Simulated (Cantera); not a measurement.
An adiabatic, constant-pressure homogeneous reactor starts with C2H4 : O2 : N2 : H2O = 1 : 1.25 : 4.7 : 0.81 (molar parts), at 1600 K and 4430 Torr.

Detailed kinetics in Cantera: GRI-Mech 3.0 (53 species, 325 reactions). GRI-Mech 3.0 was tuned for natural gas; its chemistry of ethylene as a main component is partial and can be far from experiment.

Question: Predict: time of steepest temperature rise; temperature at 1.00 s; equilibrium temperature; x(O2) at 1.00 s; x(H2O) at 1.00 s; x(H) at 1.00 s; x(O) at 1.00 s.

Answer: 
| Quantity | Result |
|---|---|
| time of steepest temperature rise | 3.30 µs |
| temperature at 1.00 s | 2636 K |
| equilibrium temperature | 2636 K |
| x(O2) at 1.00 s | 9.51e-6 (gas-phase equilibrium 9.51e-6) |
| x(H2O) at 1.00 s | 0.116 (gas-phase equilibrium 0.116) |
| x(H) at 1.00 s | 0.00766 (gas-phase equilibrium 0.00766) |
| x(O) at 1.00 s | 3.49e-5 (gas-phase equilibrium 3.49e-5) |
